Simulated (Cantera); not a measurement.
Input (Python, Cantera):

```python
import numpy as np
import cantera as ct

gas = ct.Solution("gri30.yaml")


def delay(T, t_max=10):
    gas.TPX = T, 290000, {'C3H8': 1, 'O2': 3.33, 'N2': 18}
    reactor = ct.IdealGasConstPressureReactor(gas, clone=False)
    net = ct.ReactorNet([reactor])
    net.rtol, net.atol = 1e-8, 1e-16
    while net.time < t_max:
        t_old, T_old = net.time, reactor.T
        net.step()
        if reactor.T > T + 400:  # ignition: a rise of 400 K
            return t_old + (T + 400 - T_old) / (reactor.T - T_old) * (net.time - t_old)
    return np.nan


taus = []
for T in [1173, 1248, 1323, 1398, 1473, 1548, 1623, 1698, 1773, 1848]:
    taus.append(delay(T))
    print(f"T0 = {T:6g} K   tau = {taus[-1]:.4e} s")
```

Output:

```
T0 =   1173 K   tau = 8.1690e-03 s
T0 =   1248 K   tau = 1.8942e-03 s
T0 =   1323 K   tau = 5.2594e-04 s
T0 =   1398 K   tau = 1.7743e-04 s
T0 =   1473 K   tau = 7.2077e-05 s
T0 =   1548 K   tau = 3.4543e-05 s
T0 =   1623 K   tau = 1.9039e-05 s
T0 =   1698 K   tau = 1.1750e-05 s
T0 =   1773 K   tau = 7.9252e-06 s
T0 =   1848 K   tau = 5.7252e-06 s
```

Cantera simulation using GRI-Mech 3.0 (53 species, 325 reactions); the numbers are that mechanism's predictions, not measurements. GRI-Mech 3.0 was tuned for natural gas; its chemistry of propane as a main component is partial and can be far from experiment.
